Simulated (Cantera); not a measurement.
**Adiabatic ignition**

An adiabatic, constant-volume homogeneous reactor starts with 4.98 % CH4, 1.05 % C2H6, 19.7 % O2, 74.2 % N2, equivalence ratio 0.69, at 1150 K and 2200000 Pa.

Cantera simulation using GRI-Mech 3.0 (53 species, 325 reactions); the numbers are that mechanism's predictions, not measurements. The pressure lies above the range GRI-Mech 3.0 was tuned for (to about 10 atm).

```json
[
 {"t (s)": "5.00e-6", "T (K)": "1150", "P (bar)": "22.0", "x CH4": "0.0498", "x C2H6": "0.0105", "x O2": "0.197", "x C2H4": "5.50e-9", "x H": "3.22e-12", "x H2": "1.14e-10", "x N2O": "<1e-12"},
 {"t (s)": "1.34e-5", "T (K)": "1150", "P (bar)": "22.0", "x CH4": "0.0498", "x C2H6": "0.0105", "x O2": "0.197", "x C2H4": "3.72e-8", "x H": "8.09e-12", "x H2": "7.17e-10", "x N2O": "<1e-12"},
 {"t (s)": "3.60e-5", "T (K)": "1150", "P (bar)": "22.0", "x CH4": "0.0498", "x C2H6": "0.0105", "x O2": "0.197", "x C2H4": "2.24e-7", "x H": "2.32e-11", "x H2": "5.11e-9", "x N2O": "<1e-12"},
 {"t (s)": "9.65e-5", "T (K)": "1150", "P (bar)": "22.0", "x CH4": "0.0498", "x C2H6": "0.0105", "x O2": "0.197", "x C2H4": "1.27e-6", "x H": "8.91e-11", "x H2": "4.53e-8", "x N2O": "4.60e-12"},
 {"t (s)": "0.000259", "T (K)": "1150", "P (bar)": "22.0", "x CH4": "0.0498", "x C2H6": "0.0105", "x O2": "0.197", "x C2H4": "1.12e-5", "x H": "8.04e-10", "x H2": "7.65e-7", "x N2O": "5.14e-11"},
 {"t (s)": "0.000695", "T (K)": "1154", "P (bar)": "22.1", "x CH4": "0.0494", "x C2H6": "0.0101", "x O2": "0.197", "x C2H4": "0.000366", "x H": "2.48e-8", "x H2": "4.68e-5", "x N2O": "8.26e-10"},
 {"t (s)": "0.00186", "T (K)": "2750", "P (bar)": "53.2", "x CH4": "<1e-12", "x C2H6": "<1e-12", "x O2": "0.0525", "x C2H4": "<1e-12", "x H": "0.000344", "x H2": "0.00133", "x N2O": "6.44e-6"},
 {"t (s)": "0.00500", "T (K)": "2749", "P (bar)": "53.2", "x CH4": "<1e-12", "x C2H6": "<1e-12", "x O2": "0.0524", "x C2H4": "<1e-12", "x H": "0.000344", "x H2": "0.00133", "x N2O": "6.44e-6"},
 {"t (s)": "0.0134", "T (K)": "2749", "P (bar)": "53.2", "x CH4": "<1e-12", "x C2H6": "<1e-12", "x O2": "0.0524", "x C2H4": "<1e-12", "x H": "0.000344", "x H2": "0.00133", "x N2O": "6.44e-6"},
 {"t (s)": "0.0360", "T (K)": "2749", "P (bar)": "53.2", "x CH4": "<1e-12", "x C2H6": "<1e-12", "x O2": "0.0524", "x C2H4": "<1e-12", "x H": "0.000344", "x H2": "0.00133", "x N2O": "6.44e-6"},
 {"t (s)": "0.0965", "T (K)": "2749", "P (bar)": "53.2", "x CH4": "<1e-12", "x C2H6": "<1e-12", "x O2": "0.0524", "x C2H4": "<1e-12", "x H": "0.000344", "x H2": "0.00133", "x N2O": "6.44e-6"},
 {"t (s)": "0.259", "T (K)": "2749", "P (bar)": "53.2", "x CH4": "<1e-12", "x C2H6": "<1e-12", "x O2": "0.0524", "x C2H4": "<1e-12", "x H": "0.000344", "x H2": "0.00133", "x N2O": "6.44e-6"},
 {"t (s)": "0.695", "T (K)": "2749", "P (bar)": "53.2", "x CH4": "<1e-12", "x C2H6": "<1e-12", "x O2": "0.0524", "x C2H4": "<1e-12", "x H": "0.000344", "x H2": "0.00133", "x N2O": "6.44e-6"},
 {"t (s)": "1.86", "T (K)": "2749", "P (bar)": "53.2", "x CH4": "<1e-12", "x C2H6": "<1e-12", "x O2": "0.0524", "x C2H4": "<1e-12", "x H": "0.000344", "x H2": "0.00133", "x N2O": "6.44e-6"},
 {"t (s)": "5.00", "T (K)": "2749", "P (bar)": "53.2", "x CH4": "<1e-12", "x C2H6": "<1e-12", "x O2": "0.0524", "x C2H4": "<1e-12", "x H": "0.000344", "x H2": "0.00133", "x N2O": "6.44e-6"}
]
```
x: mole fraction; the columns are a selection and need not sum to one.

| Quantity | Result |
|---|---|
| time of steepest temperature rise | 1.08 ms |
| temperature at 5.00 s | 2749 K |
| equilibrium temperature | 2749 K |
| x(CH4) at 5.00 s | <1e-12 (gas-phase equilibrium <1e-12) |
| x(C2H6) at 5.00 s | <1e-12 (gas-phase equilibrium <1e-12) |
| x(O2) at 5.00 s | 0.0524 (gas-phase equilibrium 0.0524) |
